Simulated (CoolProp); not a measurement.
Propylene along the isobar 11.6 MPa: Z from the reference equation and from simpler models built on Tc = 91.1 °C, pc = 4.555 MPa, ω = 0.146; each cubic takes its own stable root.

Values from CoolProp's reference Helmholtz-energy equation of state, Lemmon 2013.

```
T (°C)           phase   reference  van der Waals  Soave-Redlich-Kwong  Peng-Robinson
-------  -------------  ----------  -------------  -------------------  -------------
-175.95         liquid  (withheld)          1.293               0.8784         0.7860
-144.75         liquid  (withheld)          1.008               0.6840         0.6110
-113.55         liquid  (withheld)         0.8379               0.5691         0.5074
-82.35          liquid      0.4661         0.7264           (withheld)         0.4410
-51.25          liquid  (withheld)         0.6498               0.4467         0.3970
-20.05          liquid      0.3929         0.5956               0.4150     (withheld)
11.15           liquid      0.3740         0.5578               0.3968         0.3522
42.35           liquid      0.3650         0.5331               0.3915         0.3482
73.55           liquid  (withheld)     (withheld)               0.4017         0.3591
104.65   supercritical      0.3885         0.5200               0.4351         0.3933
135.85   supercritical      0.4467         0.5348               0.5069         0.4668
167.05   supercritical      0.5555         0.5692               0.6142         0.5744
```

Problem. Complete the blanks.

Solution. 
- -175.95, reference: 0.7932
- -144.75, reference: 0.6290
- -113.55, reference: 0.5304
- -82.35, Soave-Redlich-Kwong: 0.4954
- -51.25, reference: 0.4226
- -20.05, Peng-Robinson: 0.3684
- 73.55, reference: 0.3676
- 73.55, van der Waals: 0.5203
